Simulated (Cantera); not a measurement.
A perfectly stirred reactor is fed with 1.32 % CH₄, 16.4 % O₂, 82.2 % N₂, equivalence ratio 0.16, at 9.90 bar; it is held at 1150 K, and followed from long to short residence time.

Detailed kinetics in Cantera: GRI-Mech 3.0 (53 species, 325 reactions). The temperature is held fixed by assumption; the heat of reaction is taken as removed at once.

x: mole fraction; the columns are a selection and need not sum to one.

```json
[
 {"τ (s)": "7.0", "x CH₄": "?", "x O₂": "0.138", "x C₂H₄": "3.80e-7", "x C₂H₂": "1.82e-8", "x OH": "2.00e-7", "x HO₂": "1.91e-6"},
 {"τ (s)": "2.2", "x CH₄": "?", "x O₂": "0.139", "x C₂H₄": "1.12e-6", "x C₂H₂": "3.68e-8", "x OH": "2.77e-7", "x HO₂": "3.39e-6"},
 {"τ (s)": "0.72", "x CH₄": "?", "x O₂": "0.139", "x C₂H₄": "2.81e-6", "x C₂H₂": "7.17e-8", "x OH": "3.93e-7", "x HO₂": "5.81e-6"},
 {"τ (s)": "0.23", "x CH₄": "?", "x O₂": "0.140", "x C₂H₄": "6.67e-6", "x C₂H₂": "1.46e-7", "x OH": "5.76e-7", "x HO₂": "9.92e-6"},
 {"τ (s)": "0.075", "x CH₄": "?", "x O₂": "0.142", "x C₂H₄": "1.51e-5", "x C₂H₂": "3.07e-7", "x OH": "8.38e-7", "x HO₂": "1.65e-5"},
 {"τ (s)": "0.024", "x CH₄": "?", "x O₂": "0.144", "x C₂H₄": "3.36e-5", "x C₂H₂": "6.55e-7", "x OH": "1.18e-6", "x HO₂": "2.66e-5"},
 {"τ (s)": "0.0077", "x CH₄": "?", "x O₂": "0.149", "x C₂H₄": "6.75e-5", "x C₂H₂": "1.19e-6", "x OH": "1.52e-6", "x HO₂": "4.01e-5"}
]
```

Task: Some entries are withheld; supply them.

Result: 
- 7.0, x CH₄: 4.91e-5
- 2.2, x CH₄: 0.000107
- 0.72, x CH₄: 0.000219
- 0.23, x CH₄: 0.000447
- 0.075, x CH₄: 0.000894
- 0.024, x CH₄: 0.00182
- 0.0077, x CH₄: 0.00367
